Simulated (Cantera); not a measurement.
Input (Python, Cantera):

```python
import numpy as np
import cantera as ct

gas = ct.Solution("gri30.yaml")
gas.TPX = 2025, 16000, {'CH4': 1, 'CO2': 5, 'H2': 0.77}
inlet = ct.Reservoir(gas, clone=True)

reactor = ct.IdealGasConstPressureReactor(gas, energy="off", clone=False)
exhaust = ct.Reservoir(gas, clone=True)
tau = [12, 4.1, 1.4, 0.47, 0.16, 0.052, 0.018, 0.0059][0]
for a, b in ((inlet, reactor), (reactor, exhaust)):
    ct.MassFlowController(a, b, mdot=lambda t: reactor.mass / tau)
net = ct.ReactorNet([reactor])
show = ['CH4', 'CO2', 'H2', 'CH3', 'C2H']

rows = []
print(f"{'tau/s':>10s}{'T/K':>9s}" + "".join(f"{s:>11s}" for s in show))
for tau in [12, 4.1, 1.4, 0.47, 0.16, 0.052, 0.018, 0.0059]:
    net.initial_time = 0.0
    net.advance(30 * tau)
    before = gas.X
    net.advance(40 * tau)
    drift = np.max(np.abs(gas.X - before) / (gas.X + 1e-9))
    rows.append([gas.T, *gas[show].X, drift])
    print(f"{tau:10.3e}{gas.T:9.1f}" + "".join(f"{x:11.3e}" for x in gas[show].X))
```

Output:

```
     tau/s      T/K        CH4        CO2         H2        CH3        C2H
 1.200e+01   2025.0  1.299e-05  2.329e-01  9.233e-02  2.735e-06  1.386e-11
 4.100e+00   2025.0  7.352e-05  2.331e-01  9.239e-02  1.155e-05  2.580e-10
 1.400e+00   2025.0  2.780e-04  2.338e-01  9.231e-02  3.853e-05  2.954e-09
 4.700e-01   2025.0  8.525e-04  2.361e-01  9.194e-02  1.133e-04  2.571e-08
 1.600e-01   2025.0  2.245e-03  2.434e-01  9.061e-02  2.932e-04  1.719e-07
 5.200e-02   2025.0  5.343e-03  2.676e-01  8.622e-02  6.815e-04  8.941e-07
 1.800e-02   2025.0  1.113e-02  3.236e-01  8.047e-02  1.320e-03  2.536e-06
 5.900e-03   2025.0  2.432e-02  4.198e-01  8.767e-02  2.423e-03  3.906e-06
```

Cantera simulation using GRI-Mech 3.0 (53 species, 325 reactions); the numbers are that mechanism's predictions, not measurements.
